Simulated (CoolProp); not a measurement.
Properties of ethylene along the isobar 6.73 MPa.

Computed with CoolProp (reference Helmholtz-energy equation of state, Smukala 2000).

```json
[
 {"T (°C)": "-66.15", "phase": "liquid", "density (kg/m³)": "520.2", "cv (kJ/(kg K))": "1.323", "speed of sound (m/s)": "1090", "Joule-Thomson coefficient (K/MPa)": "-0.2991", "expansivity (1/kK)": "2.968"},
 {"T (°C)": "-52.95", "phase": "liquid", "density (kg/m³)": "499.1", "cv (kJ/(kg K))": "1.322", "speed of sound (m/s)": "989.7", "Joule-Thomson coefficient (K/MPa)": "-0.2088", "expansivity (1/kK)": "3.331"},
 {"T (°C)": "-39.75", "phase": "liquid", "density (kg/m³)": "476.1", "cv (kJ/(kg K))": "1.329", "speed of sound (m/s)": "885.7", "Joule-Thomson coefficient (K/MPa)": "-0.08076", "expansivity (1/kK)": "3.844"},
 {"T (°C)": "-26.55", "phase": "liquid", "density (kg/m³)": "450.4", "cv (kJ/(kg K))": "1.345", "speed of sound (m/s)": "776.6", "Joule-Thomson coefficient (K/MPa)": "0.1095", "expansivity (1/kK)": "4.625"},
 {"T (°C)": "-13.25", "phase": "liquid", "density (kg/m³)": "420.2", "cv (kJ/(kg K))": "1.373", "speed of sound (m/s)": "659.0", "Joule-Thomson coefficient (K/MPa)": "0.4192", "expansivity (1/kK)": "5.972"},
 {"T (°C)": "-0.05", "phase": "liquid", "density (kg/m³)": "382.1", "cv (kJ/(kg K))": "1.418", "speed of sound (m/s)": "529.5", "Joule-Thomson coefficient (K/MPa)": "0.9974", "expansivity (1/kK)": "8.829"},
 {"T (°C)": "13.15", "phase": "supercritical", "density (kg/m³)": "323.5", "cv (kJ/(kg K))": "1.510", "speed of sound (m/s)": "373.9", "Joule-Thomson coefficient (K/MPa)": "2.512", "expansivity (1/kK)": "19.22"},
 {"T (°C)": "26.35", "phase": "supercritical", "density (kg/m³)": "185.8", "cv (kJ/(kg K))": "1.646", "speed of sound (m/s)": "246.4", "Joule-Thomson coefficient (K/MPa)": "7.886", "expansivity (1/kK)": "49.17"},
 {"T (°C)": "39.55", "phase": "supercritical", "density (kg/m³)": "127.3", "cv (kJ/(kg K))": "1.530", "speed of sound (m/s)": "265.4", "Joule-Thomson coefficient (K/MPa)": "8.686", "expansivity (1/kK)": "17.72"},
 {"T (°C)": "52.75", "phase": "supercritical", "density (kg/m³)": "106.1", "cv (kJ/(kg K))": "1.506", "speed of sound (m/s)": "283.3", "Joule-Thomson coefficient (K/MPa)": "7.993", "expansivity (1/kK)": "11.07"},
 {"T (°C)": "65.95", "phase": "supercritical", "density (kg/m³)": "93.56", "cv (kJ/(kg K))": "1.512", "speed of sound (m/s)": "298.3", "Joule-Thomson coefficient (K/MPa)": "7.206", "expansivity (1/kK)": "8.275"}
]
```
